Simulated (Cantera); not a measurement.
## Ammonia decomposition in nitride growth gas

An isothermal, constant-pressure homogeneous reactor starts with 59.2 % NH₃, 40.8 % N₂, at 1798 K and 100000 Pa.

Computed with Cantera and the gas-phase N/H chemistry of the illustrative SiF4/NH3 mechanism in the Surface Chemkin manual (1991). Walls and surfaces, which speed up NH3 decomposition in real reactors, are not modelled.

```csv
t (s),x NH₃,x H₂,x N₂H₂,x H,x NH₂
0.000500,0.591,0.000524,1.22e-6,2.46e-7,0.000321
0.00119,0.590,0.00171,1.41e-6,5.24e-7,0.000343
0.00285,0.587,0.00459,1.40e-6,1.14e-6,0.000338
0.00680,0.579,0.0114,1.37e-6,2.56e-6,0.000329
0.0162,0.563,0.0270,1.30e-6,5.76e-6,0.000313
0.0387,0.526,0.0617,1.16e-6,1.28e-5,0.000289
0.0924,0.452,0.132,9.13e-7,2.78e-5,0.000254
0.221,0.328,0.249,5.63e-7,5.69e-5,0.000200
0.527,0.177,0.390,2.32e-7,0.000105,0.000128
1.26,0.0648,0.496,5.33e-8,0.000170,5.92e-5
3.00,0.0178,0.541,6.62e-9,0.000227,1.99e-5
```
x: mole fraction; the columns are a selection and need not sum to one.

Equilibrium at this temperature and pressure: NH₃ 8.05e-6, H₂ 0.557, N₂H₂ <1e-12, H 0.000265, NH₂ 1.02e-8 (gas phase only).
